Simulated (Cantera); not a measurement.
A Cantera script and its output.

```python
import numpy as np
import cantera as ct

gas = ct.Solution("SiF4_NH3_mec.yaml", "gas")
gas.TPX = 1948, 2200, {'NH3': 1, 'N2': 0.95}
reactor = ct.IdealGasConstPressureReactor(gas, energy="off", clone=False)
net = ct.ReactorNet([reactor])
net.rtol, net.atol = 1e-08, 1e-18
show = ['NH3', 'N2H2', 'NH', 'N2H4', 'NH2']
times = np.geomspace(5e-06, 6, 13)

steps = ct.SolutionArray(gas, extra=["t"])
rows = []
print(f"{'t/s':>10s}{'T/K':>9s}{'P/Pa':>11s}" + "".join(f"{s:>11s}" for s in show))
for t in times:
    while net.time < t:
        t_next = net.step()
        steps.append(gas.state, t=t_next)
    rows.append([np.interp(t, steps.t, y) for y in (steps.T, steps.P, *steps(*show).X.T)])
    print(f"{t:10.3e}{rows[-1][0]:9.1f}{rows[-1][1]:11.4g}" + "".join(f"{x:11.3e}" for x in rows[-1][2:]))
rate = np.gradient(steps.T, steps.t)
print("integrator steps:", len(steps.t))
if steps.T.max() > steps.T[0] + 200:
    print(f"time of steepest temperature rise: {steps.t[rate.argmax()]:.4e} s")
gas.TPX = 1948, 2200, {'NH3': 1, 'N2': 0.95}
gas.equilibrate("TP")
print(f"equilibrium (TP): T = {gas.T:.1f} K  " + "  ".join(f"{s} {gas[s].X[0]:.3e}" for s in show))
```

It prints:

```
       t/s      T/K       P/Pa        NH3       N2H2         NH       N2H4        NH2
 5.000e-06   1948.0       2200  5.128e-01  2.209e-14  6.403e-13  7.716e-16  4.708e-07
 1.605e-05   1948.0       2200  5.128e-01  1.054e-12  1.381e-11  2.757e-14  1.865e-06
 5.154e-05   1948.0       2200  5.128e-01  3.767e-11  2.032e-10  5.491e-13  6.599e-06
 1.655e-04   1948.0       2200  5.128e-01  8.585e-10  2.917e-09  7.006e-12  2.181e-05
 5.313e-04   1948.0       2200  5.127e-01  1.305e-08  4.721e-08  7.679e-11  7.056e-05
 1.706e-03   1948.0       2200  5.125e-01  1.745e-07  6.125e-07  7.948e-10  2.254e-04
 5.477e-03   1948.0       2200  5.117e-01  1.917e-06  3.693e-06  7.116e-09  6.730e-04
 1.759e-02   1948.0       2200  5.069e-01  5.588e-06  8.094e-06  1.869e-08  1.090e-03
 5.646e-02   1948.0       2200  4.897e-01  5.471e-06  1.029e-05  1.604e-08  1.010e-03
 1.813e-01   1948.0       2200  4.391e-01  4.640e-06  1.277e-05  1.143e-08  8.525e-04
 5.820e-01   1948.0       2200  3.176e-01  2.909e-06  1.323e-05  6.320e-09  6.340e-04
 1.869e+00   1948.0       2200  1.358e-01  9.414e-07  1.010e-05  1.799e-09  3.383e-04
 6.000e+00   1948.0       2200  1.885e-02  8.342e-08  4.658e-06  1.091e-10  8.339e-05
integrator steps: 1013
equilibrium (TP): T = 1948.0 K  NH3 1.207e-07  N2H2 1.159e-14  NH 1.468e-09  N2H4 2.176e-19  NH2 3.719e-09
```

Computed with Cantera and the gas-phase N/H chemistry of the illustrative SiF4/NH3 mechanism in the Surface Chemkin manual (1991). Walls and surfaces, which speed up NH3 decomposition in real reactors, are not modelled.
